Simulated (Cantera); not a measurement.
N2O furnace oxynitridation

An isothermal, constant-pressure homogeneous reactor starts with 87.7 % N₂O, 12.3 % H₂O, at 1325 K and 90.0 Torr.

Detailed kinetics in Cantera: GRI-Mech 3.0 (53 species, 325 reactions). GRI-Mech 3.0 was tuned for natural gas; its chemistry of N2O as a main component is partial and can be far from experiment. The mechanism lacks the step 2 NO + O2 → 2 NO2, which can matter for NO2 below about 1400 K. The temperature is held fixed by assumption; the heat of reaction is taken as removed at once.

| t (s) | x N₂O | x H₂O | x H | x O | x HO₂ | x O₂ | x N₂ |
|---|---|---|---|---|---|---|---|
| 2.00e-5 | 0.877 | 0.123 | 1.31e-10 | 6.56e-6 | 3.32e-9 | 1.60e-6 | 1.04e-5 |
| 0.000111 | 0.877 | 0.123 | 5.94e-9 | 1.36e-5 | 3.19e-7 | 2.49e-5 | 7.43e-5 |
| 0.000616 | 0.876 | 0.123 | 3.97e-8 | 1.40e-5 | 9.07e-6 | 0.000188 | 0.000469 |
| 0.00342 | 0.873 | 0.123 | 6.72e-8 | 1.42e-5 | 1.56e-5 | 0.00124 | 0.00279 |
| 0.0190 | 0.853 | 0.122 | 6.63e-8 | 1.39e-5 | 1.11e-5 | 0.00708 | 0.0156 |
| 0.105 | 0.755 | 0.118 | 5.86e-8 | 1.29e-5 | 5.10e-6 | 0.0366 | 0.0794 |
| 0.585 | 0.419 | 0.103 | 6.71e-8 | 1.14e-5 | 1.08e-6 | 0.140 | 0.299 |
| 3.25 | 0.0386 | 0.0870 | 5.82e-8 | 6.54e-6 | 9.30e-8 | 0.258 | 0.549 |
| 18.0 | 1.87e-5 | 0.0854 | 1.23e-9 | 4.22e-7 | 3.11e-8 | 0.271 | 0.576 |
| 100 | 8.42e-7 | 0.0854 | 1.20e-9 | 4.17e-7 | 3.11e-8 | 0.271 | 0.576 |
x: mole fraction; the columns are a selection and need not sum to one.

Equilibrium at this temperature and pressure: N₂O 9.87e-9, H₂O 0.0854, H 1.17e-9, O 4.42e-7, HO₂ 3.40e-8, O₂ 0.305, N₂ 0.610 (gas phase only).
